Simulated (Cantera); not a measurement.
Input: 1 mol PbO, 0.69 mol H₂, held at 8.60 bar.

Method: chemical equilibrium by Gibbs-energy minimisation in Cantera with the NASA 1993 tables (ideal gas, pure condensed phases). Candidate condensed phases: H₂O, Pb, PbO, PbO₂, Pb₃O₄; 12 gas species. Each liquid is taken as pure. Mutual solubility and eutectic melting of coexisting phases are not modelled. Gases not in the tables: (PbO)n polymers. Kinetics and transport are ignored.

x: gas mole fraction; n: condensed amount in mol.

```
T (K)  x H₂O      x Pb     x PbO     x H₂     x OH    x Pb₂  n Pb(l)  n PbO(l)
-----  -----  --------  --------  -------  -------  -------  -------  --------
1373   0.998  0.000746  0.000173      ___  7.89e-7  1.29e-7    0.689     0.310
1398   0.998  0.000991  0.000253      ___  1.18e-6  2.06e-7    0.689     0.310
1423   0.998   0.00130  0.000363      ___  1.73e-6  3.25e-7    0.689     0.310
1448   0.997   0.00170  0.000516      ___  2.52e-6  5.04e-7    0.688     0.310
1473   0.996   0.00219  0.000723      ___  3.60e-6  7.70e-7    0.688     0.310
1498   0.995   0.00280   0.00100      ___  5.10e-6  1.16e-6    0.687     0.310
1523   0.994   0.00355   0.00137      ___  7.13e-6  1.72e-6    0.687     0.310
1548   0.992   0.00447   0.00185      ___  9.86e-6  2.52e-6    0.686     0.310
1573   0.991   0.00558   0.00248  0.00135  1.35e-5  3.64e-6    0.685     0.309
1598   0.988   0.00693   0.00329  0.00146  1.83e-5  5.20e-6    0.684     0.309
1623   0.986   0.00853   0.00432  0.00158  2.45e-5  7.34e-6    0.683     0.308
1648   0.982    0.0104   0.00562  0.00170  3.25e-5  1.03e-5    0.681     0.307
1673   0.978    0.0127   0.00725  0.00183  4.28e-5  1.42e-5    0.680     0.306
```

Some entries are withheld; supply them.


- 1373, x H₂: 0.000658
- 1398, x H₂: 0.000726
- 1423, x H₂: 0.000800
- 1448, x H₂: 0.000879
- 1473, x H₂: 0.000962
- 1498, x H₂: 0.00105
- 1523, x H₂: 0.00115
- 1548, x H₂: 0.00125
